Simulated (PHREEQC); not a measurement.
A PHREEQC input (ion-association model, phreeqc.dat):

```
SOLUTION 1
  temp 20
  units mg/L
  pH 5.62
  pe 12.3
  Na 0.0745
  K 1.39e-05
  Ca 0.0995
  Mg 0.00355
  Cl 0.0432
  S(6) 0.0139 as SO4
  Alkalinity 0.426 as HCO3 charge
  O(0) 0.0023
  Ba 0.00173
  Sr 0.00108
  Si 0.000225 as SiO2
END
USE solution 1
EQUILIBRIUM_PHASES 1
  Gypsum 0 0
  CO2(g) -2.5 10
END
```

It stops with these messages:

```
ERROR: Alkalinity cannot be used with charge balance or solution phase boundary constraints.
ERROR: Program terminating due to input errors.
```

The fault: charge balance asked on alkalinity. The line should read `as HCO3` where the input has `as HCO3 charge`. With the mend the run ends at pH 5.35 and ionic strength 1.58e-5 mol/kgw.
